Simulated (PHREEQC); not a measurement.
# Leach liquor

A solution holds 0.014 mol/kgw HCl, 0.0027 mol/kgw CuSO4 and 0.00054 mol/kgw Fe2(SO4)3, at 60 °C. Closed to the air; pH follows from the charge balance.

All values are PHREEQC results (ion-association model, phreeqc.dat), not measurements.

No solid was allowed to form.

**Question.** Predict the pH, ionic strength.

**Answer.** pH 1.97; ionic strength 0.0227 mol/kgw.

**Question.** In which forms is Fe present?

**Answer.** FeSO4+ 57 %, FeOH+2 22 %, Fe+3 10.0 %, FeCl+2 5.4 %, FeHSO4+2 3.1 %, Fe(OH)2+ 1.4 % of the Fe.

Saturation is exceeded, for instance for Hematite (slow to form), Goethite (slow to form); the values hold only as long as no solid forms. At this temperature some constants are extrapolated from 25 °C, and those without enthalpy data are left unchanged.
